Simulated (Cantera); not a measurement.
A Cantera script and its output.

```python
import numpy as np
import cantera as ct

gas = ct.Solution("gri30.yaml")
gas.TPX = 1100, 32000, {'CO': 0.029, 'O2': 0.018, 'H2O': 0.0014, 'N2': 1}
reactor = ct.IdealGasConstPressureReactor(gas, energy="off", clone=False)
net = ct.ReactorNet([reactor])
net.rtol, net.atol = 1e-08, 1e-18
show = ['CO', 'O2', 'H2O', 'NO', 'HO2', 'NO2']
times = np.geomspace(0.0004, 10, 9)

steps = ct.SolutionArray(gas, extra=["t"])
rows = []
print(f"{'t/s':>10s}{'T/K':>9s}{'P/Pa':>11s}" + "".join(f"{s:>11s}" for s in show))
for t in times:
    while net.time < t:
        t_next = net.step()
        steps.append(gas.state, t=t_next)
    rows.append([np.interp(t, steps.t, y) for y in (steps.T, steps.P, *steps(*show).X.T)])
    print(f"{t:10.3e}{rows[-1][0]:9.1f}{rows[-1][1]:11.4g}" + "".join(f"{x:11.3e}" for x in rows[-1][2:]))
rate = np.gradient(steps.T, steps.t)
print("integrator steps:", len(steps.t))
if steps.T.max() > steps.T[0] + 200:
    print(f"time of steepest temperature rise: {steps.t[rate.argmax()]:.4e} s")
gas.TPX = 1100, 32000, {'CO': 0.029, 'O2': 0.018, 'H2O': 0.0014, 'N2': 1}
gas.equilibrate("TP")
print(f"equilibrium (TP): T = {gas.T:.1f} K  " + "  ".join(f"{s} {gas[s].X[0]:.3e}" for s in show))
```

It prints:

```
       t/s      T/K       P/Pa         CO         O2        H2O         NO        HO2        NO2
 4.000e-04   1100.0    3.2e+04  2.766e-02  1.717e-02  1.335e-03  6.845e-20  6.329e-13  6.292e-28
 1.418e-03   1100.0    3.2e+04  2.766e-02  1.717e-02  1.335e-03  9.219e-19  2.304e-11  1.072e-25
 5.030e-03   1100.0    3.2e+04  2.766e-02  1.717e-02  1.335e-03  1.591e-17  7.073e-10  9.611e-23
 1.784e-02   1100.0    3.2e+04  2.766e-02  1.717e-02  1.335e-03  1.344e-14  1.001e-07  1.321e-17
 6.325e-02   1100.0    3.2e+04  1.197e-02  9.118e-03  1.083e-03  9.213e-07  1.102e-06  3.468e-10
 2.243e-01   1100.0    3.2e+04  9.050e-04  3.820e-03  1.323e-03  1.561e-06  4.023e-07  1.287e-09
 7.953e-01   1100.0    3.2e+04  7.688e-05  3.420e-03  1.351e-03  1.570e-06  1.460e-07  9.144e-09
 2.820e+00   1100.0    3.2e+04  5.696e-06  3.387e-03  1.353e-03  1.554e-06  2.047e-08  2.816e-08
 1.000e+01   1100.0    3.2e+04  3.779e-07  3.384e-03  1.354e-03  1.558e-06  1.636e-09  2.442e-08
integrator steps: 1687
equilibrium (TP): T = 1100.0 K  CO 1.147e-09  O2 3.379e-03  H2O 1.354e-03  NO 1.201e-05  HO2 1.577e-11  NO2 2.456e-08
```

Computed with Cantera and GRI-Mech 3.0 (53 species, 325 reactions).
